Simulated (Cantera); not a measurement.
**Carbon deposition, reforming and gasification: C2H6 + O2 + H2**

Charge: 1 mol C2H6, 0.0082 mol O2, 15 mol H2, at 2525 K.

Method: chemical equilibrium by Gibbs-energy minimisation in Cantera with the NASA 1993 tables (ideal gas, pure condensed phases). Candidate condensed phases: C, C6H6, C7H8, C8H18, H2O; 110 gas species. The ideal-gas law is rough above about 30 bar. The numbers say what is thermodynamically allowed, not how fast it happens.

```csv
P (Pa),x H2,x H,x CH4,x C2H2 (acetylene),x C3,n C(graphite)
10,0.100,0.887,1.44e-10,0.00120,0.00730,1.000
160,0.498,0.494,5.71e-8,0.00598,0.000457,1.63
2500,0.828,0.161,2.47e-6,0.00994,2.92e-5,1.58
40000,0.944,0.0431,5.14e-5,0.0113,1.83e-6,1.56
630000,0.975,0.0110,0.000864,0.0117,1.16e-7,1.53
10000000,0.969,0.00276,0.0135,0.0116,7.30e-9,1.28
```
x: gas mole fraction; n: condensed amount in mol.

From 10.0 Pa to 100 bar the condensed part is C(graphite). The main C-bearing gas is C3 at 10.0 Pa and C2H2 (acetylene) at 100 bar. The share of C in condensed phases is highest at 1.60 mbar (81.7 %) and lowest at 10.0 Pa (50.0 %).
